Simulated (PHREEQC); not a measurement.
PHREEQC input (ion-association model, wateq4f.dat):

```
SOLUTION_MASTER_SPECIES
  An  An-  0  An  62.0  # stands for a non-complexing anion
SOLUTION_SPECIES
  An- = An-
    -log_k 0
    -gamma 3.0 0
PHASES
  Fix_H+
    H+ = H+
    -log_k 0
SOLUTION 1
  temp 25
  units mmol/kgw
  pH 7 charge
  S(6) 12
  Cu(2) 12
  Cl 0.076
  Zn 0.038
  Na 300
  An 300
END
SELECTED_OUTPUT 1
  -reset false
  -pH true
  -pe true
  -ionic_strength true
  -water true
  -totals Cl Cu Na S Zn Cu(1) Cu(2) S(-2) S(6)
  -molalities Hfo_wOH Hfo_wOH2+ Hfo_wO- Hfo_sOH Hfo_sOH2+ Hfo_sO- Hfo_sOCu+ Hfo_wOCu+ Hfo_wSO4- Hfo_wOHSO4-2
    Hfo_sOZn+ Hfo_wOZn+
  -saturation_indices Cu(OH)2 Brochantite Antlerite Atacamite Zn(OH)2-e Zn4(OH)6SO4 Zn5(OH)8Cl2 Halite Mirabilite Chalcanthite
    Goslarite
USER_PUNCH 1
  -headings sigma psi
  10 PUNCH EDL("sigma", "Hfo"), EDL("psi", "Hfo")
PRINT
  -reset false
USE solution 1
SURFACE 1
  Hfo_wOH 0.00741573 600 3.3
  Hfo_sOH 0.000185393
EQUILIBRIUM_PHASES 1
  Fix_H+ -4 HAn 10
    -force_equality true
  O2(g) -0.68 10
END
# ... the last block is repeated for the other 12 points of pH, with NaOH or the acid as the point needs
```

Selected output (columns that matter, 13 of 13 rows; pH added in front):

```
pH	mu	Cl	Cu	Na	S	Zn	si_Cu(OH)2	si_Brochantite	si_Antlerite	si_Atacamite	si_Zn(OH)2-e	si_Zn4(OH)6SO4	si_Zn5(OH)8Cl2	si_Halite
4	0.3374	7.5996e-05	0.011557	0.29999	0.0093035	3.7989e-05	-3.1719	-4.2858	-2.7039	-4.6944	-8.5214	-27.304	-40.188	-6.5461
4.67	0.33117	7.5997e-05	0.0092893	0.29999	0.0095315	3.7963e-05	-1.9263	-0.6224	-0.2861	-2.8717	-7.1814	-23.263	-34.825	-6.5443
5.33	0.32824	7.5993e-05	0.0065916	0.30395	0.010229	3.7907e-05	-0.7603	2.7621	1.9323	-1.1984	-5.8651	-19.277	-29.561	-6.5375
6	0.32833	7.5991e-05	0.0056268	0.30667	0.010845	3.7862e-05	0.4665	6.3591	4.3026	0.5856	-4.529	-15.243	-24.22	-6.5334
6.67	0.3278	7.5991e-05	0.0053538	0.30974	0.011082	3.7711e-05	1.4901	9.1315	6.0514	1.9637	-3.1933	-11.222	-18.88	-6.5284
7.33	0.32694	7.5991e-05	0.0053296	0.31273	0.011129	3.6879e-05	2.2038	10.674	6.8805	2.7318	-1.8869	-7.3085	-13.666	-6.5236
8	0.3257	7.5991e-05	0.0055035	0.31611	0.01112	3.1524e-05	2.6787	11.235	6.9661	3.012	-0.6385	-3.6541	-8.7634	-6.5185
8.67	0.32603	7.5991e-05	0.0061323	0.31898	0.011347	1.4443e-05	2.8494	10.585	6.1461	2.6833	0.1335	-1.8982	-6.2436	-6.5147
9.33	0.32789	7.599e-05	0.0071	0.32157	0.01185	9.6475e-06	2.9232	9.5781	5.0649	2.1708	0.3574	-2.3051	-6.4442	-6.5117
10	0.32896	7.599e-05	0.0078132	0.32327	0.011986	1.0817e-05	2.9653	8.4103	3.855	1.5847	0.4406	-3.3085	-7.3688	-6.5097
10.67	0.33005	7.599e-05	0.008316	0.32487	0.011998	1.335e-05	2.9911	7.173	2.5919	0.9662	0.4712	-4.5267	-8.5561	-6.5078
11.33	0.33321	7.599e-05	0.0088297	0.32857	0.011998	1.9777e-05	3.0103	5.9274	1.3271	0.3442	0.4131	-6.0813	-10.167	-6.5035
12	0.34732	7.599e-05	0.0096088	0.34325	0.011998	3.1454e-05	3.0033	4.549	-0.0443	-0.3417	0.0581	-8.8518	-13.286	-6.4874
```

Along this series the solution becomes supersaturated in solids that the run did not let form, among them Cu(OH)2, Brochantite, Antlerite, Atacamite, Zn(OH)2-e. The database's constant for dissolved Cu(OH)2 is higher than later reviews accept.
